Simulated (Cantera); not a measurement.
**Pyrogenic steam for wet oxidation**

A perfectly stirred reactor is fed with H₂ : O₂ : N₂ = 1.7 : 1 : 16 (molar parts), equivalence ratio 0.85, at 113 Torr; it is held at 1375 K, and followed from long to short residence time.

Model: GRI-Mech 3.0 (53 species, 325 reactions), integrated in Cantera. The temperature is held fixed by assumption; the heat of reaction is taken as removed at once.

```csv
τ (s),x H₂,x O₂,x O,x H₂O,x OH,x NO
0.45,0.00164,0.00904,0.000316,0.0927,0.000752,3.64e-6
0.24,0.00233,0.00939,0.000470,0.0916,0.000912,4.76e-6
0.13,0.00320,0.00987,0.000688,0.0901,0.00110,6.12e-6
0.070,0.00430,0.0105,0.00100,0.0881,0.00131,7.69e-6
0.038,0.00559,0.0114,0.00144,0.0854,0.00155,9.29e-6
0.020,0.00713,0.0124,0.00206,0.0820,0.00182,1.08e-5
0.011,0.00868,0.0137,0.00283,0.0781,0.00209,1.16e-5
0.0059,0.0103,0.0151,0.00382,0.0735,0.00237,1.17e-5
0.0032,0.0119,0.0165,0.00493,0.0686,0.00263,1.07e-5
0.0017,0.0136,0.0181,0.00607,0.0635,0.00285,8.64e-6
```
x: mole fraction; the columns are a selection and need not sum to one.
